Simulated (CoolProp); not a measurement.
Vapour-liquid equilibrium of toluene (1) + p-xylene (2) at 544.7 K; x and y are mole fractions of (1).

Model: multi-fluid Helmholtz-energy mixture model, Lemmon 2006 and Zhou 2012; pair parameters Bell 2016, in CoolProp.

### Question
Give the bubble pressure and the first vapour's composition at x = 0.05, 0.35, 0.95. Is there an azeotrope?

### Answer
x = 0.05: 14.12 bar, y = 0.068; x = 0.35: 16.66 bar, y = 0.425; x = 0.95: 22.13 bar, y = 0.961. No azeotrope shows between x = 0.05 and 0.95.

The pair parameters rest on a limited set of measurements; away from them the model extrapolates.
